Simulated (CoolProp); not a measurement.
A single-stage vapour-compression cycle with benzene: evaporating at 293.15 K (dew point), condensing at 347.15 K (bubble point), superheat 8 K, subcooling 0 K, compressor efficiency 0.85, no pressure losses. Each further row changes one setting.

Computed with CoolProp (reference Helmholtz-energy equation of state, Thol 2012).

| case | cooling COP | pressure ratio | discharge temperature (K) | refrigerating effect (kJ/kg) | volumetric capacity (kJ/m³) |
|---|---|---|---|---|---|
| as stated | 3.98 | 8.35 | 375.6 | 348 | 110 |
| evaporating temperature 298.15 K | (withheld) | 6.60 | 372.4 | 353 | 139 |
| condensing temperature 342.15 K | 4.46 | (withheld) | 369.9 | 358 | 113 |
| subcooling 5 K | (withheld) | 8.35 | 375.6 | 358 | 113 |
| superheat 18 K | 3.98 | 8.35 | (withheld) | (withheld) | 109 |
| compressor efficiency 0.75 | 3.51 | 8.35 | 383.9 | 348 | 110 |

Problem. Some entries are withheld; supply them.

Solution. 
- evaporating temperature 298.15 K, cooling COP: 4.53
- condensing temperature 342.15 K, pressure ratio: 7.09
- subcooling 5 K, cooling COP: 4.09
- superheat 18 K, discharge temperature (K): 385.2
- superheat 18 K, refrigerating effect (kJ/kg): 359
